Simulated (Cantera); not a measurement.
## Thermodynamics of chlorosilane synthesis and conversion, feed SiCl4 + H2

Charge: 1 mol SiCl4, 0.3 mol H2, held at 26000 Pa.

These are equilibrium values from Cantera (NASA tables, ideal gas, pure condensed phases), not measurements of a reactor. Candidate condensed phases: Si; 19 gas species. The tables' values for SiCl3 are old estimates; treat these amounts as uncertain. Kinetics and transport are ignored.

| T (K) | log p SiCl4 | log p H2 | log p HCl | log p SiHCl3 | log p SiCl3 | log p SiCl2 | log p SiH2Cl2 | log p SiH3Cl |
|---|---|---|---|---|---|---|---|---|
| 525 | -0.70 | -1.22 | -3.68 | -3.68 | -9.90 | <-12 | -8.08 | <-12 |
| 600 | -0.70 | -1.23 | -3.24 | -3.24 | -8.13 | -12.41 | -7.09 | -11.64 |
| 675 | -0.70 | -1.23 | -2.91 | -2.91 | -6.75 | -10.14 | -6.32 | -10.41 |
| 750 | -0.70 | -1.24 | -2.64 | -2.64 | -5.65 | -8.33 | -5.72 | -9.44 |
| 825 | -0.71 | -1.25 | -2.43 | -2.43 | -4.76 | -6.86 | -5.23 | -8.67 |
| 900 | -0.71 | -1.26 | -2.26 | -2.27 | -4.02 | -5.64 | -4.84 | -8.03 |
| 975 | -0.72 | -1.28 | -2.11 | -2.13 | -3.40 | -4.63 | -4.53 | -7.53 |
| 1050 | -0.72 | -1.30 | -1.97 | -2.04 | -2.89 | -3.79 | -4.31 | -7.15 |
| 1125 | -0.74 | -1.33 | -1.82 | -2.00 | -2.48 | -3.13 | -4.18 | -6.92 |
log p: log10 of the partial pressure in bar; nothing condenses.

From 525 K to 1125 K nothing is condensed. The main Si-bearing gas is SiCl4 throughout.
